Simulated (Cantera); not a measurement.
Input: 1 mol Si, 3.8 mol NF3, 2.4 mol H2, 1.7 mol Cl2, equilibrated at 555 Torr.

These are equilibrium values from Cantera (NASA tables, ideal gas, pure condensed phases), not measurements of a reactor. Candidate condensed phases: NH4Cl, Si, Si3N4; 49 gas species. Kinetics and transport are ignored.

Task: At 1673 K, list the 4 most abundant gas species with their mole fractions, and the condensed phases.

Result: HF 0.423, N2 0.168, ClF 0.160, SiF4 0.0882. Condensed: gas only.
